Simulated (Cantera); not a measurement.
## Silicon etching in halogen gases: Si + HF + N2

Input: 1 mol Si, 1.4 mol HF, 10 mol N2, at 850 °C and 0.330 bar.

Method: chemical equilibrium by Gibbs-energy minimisation in Cantera with the NASA 1993 tables (ideal gas, pure condensed phases). Candidate condensed phases: Si, Si3N4; 37 gas species. N2 is the only nitrogen source here; it is nearly inert below about 1500 K, so the nitride shown seldom forms there in practice. The tables' values for SiF3 are old estimates; treat these amounts as uncertain. Kinetics and transport are ignored.

```json
{
  "x(N2)": "0.901",
  "x(H2)": "0.0657",
  "x(SiF4)": "0.0328",
  "x(HF)": "0.000382",
  "x(SiHF3)": "7.33e-5",
  "x(SiF3)": "1.45e-5",
  "x(NH3)": "1.48e-6",
  "n(Si3N4(s))": "0.217 mol",
  "gas_amount": "10.62 mol",
  "log10 activity of Si(s) (absent)": "-5.42"
}
```
